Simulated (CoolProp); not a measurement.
Vapour-liquid equilibrium of n-octane (1) + n-dodecane (2) at 0.547 MPa; x and y are mole fractions of (1).

Values from CoolProp's multi-fluid Helmholtz-energy mixture model, Beckmüller 2019 and Lemmon 2004; pair parameters Bell 2016.

### Question
Give the bubble temperature and the first vapour's composition at x = 0.05, 0.2, 0.8. Is there an azeotrope?

### Answer
x = 0.05: 294.7 °C, y = 0.132; x = 0.2: 273.4 °C, y = 0.455; x = 0.8: 212.2 °C, y = 0.956. No azeotrope shows between x = 0.05 and 0.95.

The pair parameters rest on a limited set of measurements; away from them the model extrapolates.
